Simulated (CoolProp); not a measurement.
Model: reference Helmholtz-energy equation of state, de Reuck 1990, in CoolProp.

Q: For fluorine, give the phase and the isothermal compressibility (1/MPa), expansivity (1/kK) at 99.2 K and 3.79 MPa; 109.9 K and 3.79 MPa; 120.7 K and 3.79 MPa.

A: 
- 99.2 K and 3.79 MPa: liquid; isothermal compressibility 0.00270, expansivity 5.42
- 109.9 K and 3.79 MPa: liquid; isothermal compressibility 0.00411, expansivity 6.57
- 120.7 K and 3.79 MPa: liquid; isothermal compressibility 0.00719, expansivity 8.74
